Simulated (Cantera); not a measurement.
A Cantera script and its output.

```python
import numpy as np
import cantera as ct

gas = ct.Solution("SiF4_NH3_mec.yaml", "gas")
gas.TPX = 1950, 2666, {'NH3': 1, 'N2': 11}
reactor = ct.IdealGasConstPressureReactor(gas, energy="off", clone=False)
net = ct.ReactorNet([reactor])
net.rtol, net.atol = 1e-08, 1e-18
show = ['NH3', 'N', 'N2H4', 'NH2', 'H2', 'NH', 'H']
times = np.geomspace(0.0005, 3, 10)

steps = ct.SolutionArray(gas, extra=["t"])
rows = []
print(f"{'t/s':>10s}{'T/K':>9s}{'P/Pa':>11s}" + "".join(f"{s:>11s}" for s in show))
for t in times:
    while net.time < t:
        t_next = net.step()
        steps.append(gas.state, t=t_next)
    rows.append([np.interp(t, steps.t, y) for y in (steps.T, steps.P, *steps(*show).X.T)])
    print(f"{t:10.3e}{rows[-1][0]:9.1f}{rows[-1][1]:11.4g}" + "".join(f"{x:11.3e}" for x in rows[-1][2:]))
rate = np.gradient(steps.T, steps.t)
print("integrator steps:", len(steps.t))
if steps.T.max() > steps.T[0] + 200:
    print(f"time of steepest temperature rise: {steps.t[rate.argmax()]:.4e} s")
gas.TPX = 1950, 2666, {'NH3': 1, 'N2': 11}
gas.equilibrate("TP")
print(f"equilibrium (TP): T = {gas.T:.1f} K  " + "  ".join(f"{s} {gas[s].X[0]:.3e}" for s in show))
```

Result:

```
       t/s      T/K       P/Pa        NH3          N       N2H4        NH2         H2         NH          H
 5.000e-04   1950.0       2666  8.332e-02  4.062e-12  3.187e-12  1.316e-05  6.445e-06  5.580e-09  2.927e-07
 1.315e-03   1950.0       2666  8.330e-02  8.943e-11  2.279e-11  3.498e-05  1.754e-05  5.076e-08  2.987e-07
 3.456e-03   1950.0       2666  8.323e-02  1.317e-09  1.573e-10  9.171e-05  4.932e-05  3.921e-07  3.568e-07
 9.086e-03   1950.0       2666  8.304e-02  7.999e-09  1.028e-09  2.343e-04  1.896e-04  1.706e-06  8.606e-07
 2.389e-02   1950.0       2666  8.206e-02  6.441e-08  3.875e-09  4.548e-04  1.332e-03  4.922e-06  4.517e-06
 6.280e-02   1950.0       2666  7.834e-02  3.114e-07  3.374e-09  4.244e-04  6.498e-03  7.766e-06  1.451e-05
 1.651e-01   1950.0       2666  6.958e-02  7.640e-07  1.935e-09  3.214e-04  1.872e-02  9.193e-06  3.212e-05
 4.340e-01   1950.0       2666  5.256e-02  1.153e-06  9.659e-10  2.271e-04  4.235e-02  8.971e-06  6.560e-05
 1.141e+00   1950.0       2666  2.792e-02  1.237e-06  3.259e-10  1.319e-04  7.653e-02  6.964e-06  1.278e-04
 3.000e+00   1950.0       2666  7.368e-03  1.026e-06  4.291e-11  4.787e-05  1.050e-01  3.807e-06  2.397e-04
integrator steps: 1043
equilibrium (TP): T = 1950.0 K  NH3 2.104e-08  N 2.467e-09  N2H4 2.963e-20  NH2 1.257e-09  H2 1.141e-01  NH 9.584e-10  H 2.387e-03
```

Cantera simulation using the gas-phase N/H chemistry of the illustrative SiF4/NH3 mechanism in the Surface Chemkin manual (1991); the numbers are that mechanism's predictions, not measurements. Walls and surfaces, which speed up NH3 decomposition in real reactors, are not modelled.
